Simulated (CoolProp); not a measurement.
Vapour-liquid equilibrium of isohexane (1) + n-heptane (2) at 1.51 bar; x and y are mole fractions of (1).

Model: multi-fluid Helmholtz-energy mixture model, Lemmon 2006 and Span 2003; pair parameters Bell 2016, in CoolProp.

**Question.** Give the bubble temperature and the first vapour's composition at x = 0.125, 0.5, 0.875. Is there an azeotrope?

**Answer.** x = 0.125: 105.3 °C, y = 0.272; x = 0.5: 88.6 °C, y = 0.738; x = 0.875: 76.6 °C, y = 0.955. No azeotrope shows between x = 0.05 and 0.95.

Pair parameters are fitted to limited data, so mixtures are less certain than the pure fluids.
